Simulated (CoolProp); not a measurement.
Properties of C3F8 (R218) along the isobar 34.4 bar (Tc = 345.0 K, pc = 26.40 bar, ω = 0.317).

Computed with CoolProp (reference Helmholtz-energy equation of state, Lemmon 2006). It is a short technical equation, of lower accuracy than the large ones.

```tsv
T (K)	phase	cp (kJ/(kg K))	speed of sound (m/s)	Joule-Thomson coefficient (K/MPa)
287.2	liquid	1.089	371.9	-0.02408
302.5	liquid	1.141	314.1	0.1476
317.8	liquid	1.214	254.6	0.4438
333.1	liquid	1.343	190.6	1.082
348.3	supercritical	1.784	115.6	3.418
363.6	supercritical	2.156	72.94	12.13
378.9	supercritical	1.345	88.09	9.640
394.2	supercritical	1.181	99.32	7.712
409.4	supercritical	1.119	108.1	6.414
424.7	supercritical	1.092	115.5	5.469
440	supercritical	1.080	121.9	4.751
```

The peak of cp marks the crossing from liquid-like to gas-like fluid above the critical point.
